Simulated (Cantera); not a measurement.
Cantera run:

```python
import numpy as np
import cantera as ct

gas_names = """
    Br Br2 H HBr HO2 H2 H2O H2O2 Mg MgBr MgBr2 MgH MgO MgOH MgO2H2 Mg2 O OH O2 O3
""".split()
cond_names = """
    Br2(cr) Br2(L) H2O(s) H2O(L) Mg(cr) Mg(L) MgBr2(s) MgBr2(L) MgO(s) MgO(L) MgO2H2(s)
""".split()


# ... load() reads the species with a 1 bar reference pressure and builds the phases ...
atoms = {
    'MgO': {'Mg': 1, 'O': 1},
    'HBr': {'H': 1, 'Br': 1},
    'H2': {'H': 2},
}
top_T = {}  # K; cautious upper limits of use, not melting points


# ... equilibrate(T, P, feed) seeds the gas with the atoms and calls Mixture.equilibrate('TP', solver="vcs", rtol=1e-11, max_steps=5000) ...
results = []
feed = {'MgO': 1, 'HBr': 48, 'H2': 6.9}  # mol
P = 133.322  # Pa
for T in [675, 700, 725, 750, 775, 800, 825, 850, 875]:
    mix = equilibrate(T, P, feed)
    results.append((T, P, feed, dict(zip(mix.species_names, mix.species_moles))))

top = {s: max(r[3][s] / sum(r[3][g] for g in gas_names) for r in results) for s in gas_names}
cols = sorted((s for s in top if top[s] > 0.001), key=lambda s: -top[s])[:8]
seen = [c for c in cond_names if any(r[3].get(c, 0) > 1e-12 for r in results)]
print("log10 of partial pressures in bar; condensed amounts in mol")
print(f"{'T/K':>10s}" + "".join(f"{s[:9]:>10s}" for s in cols + seen))
for T, P, feed, n in results:
    ng = sum(n[g] for g in gas_names)
    print(f"{T:10.4g}" + "".join(f"{np.log10(max(n[s] / ng * P / 1e5, 1e-99)):10.3f}" for s in cols)
          + "".join(f"{n.get(c, 0):10.4g}" for c in seen))
```

Result:

```
log10 of partial pressures in bar; condensed amounts in mol
       T/K       HBr        H2       H2O     MgBr2  MgBr2(s)    MgO(s)
       675    -2.940    -3.771    -4.802    -7.753    0.6421    0.3572
       700    -2.937    -3.773    -5.039    -7.161    0.3714    0.6258
       725    -2.936    -3.774    -5.261    -6.611    0.2149     0.775
       750    -2.935    -3.775    -5.469    -6.099    0.1069    0.8604
       775    -2.935    -3.776    -5.643    -5.643         0    0.9064
       800    -2.936    -3.776    -5.512    -5.512         0    0.8733
       825    -2.936    -3.776    -5.389    -5.389         0    0.8318
       850    -2.937    -3.776    -5.274    -5.274         0    0.7808
       875    -2.939    -3.776    -5.166    -5.166         0    0.7188
```

Equilibrium computed with Cantera from the NASA thermochemical tables; the gas is ideal and each condensed phase is pure.
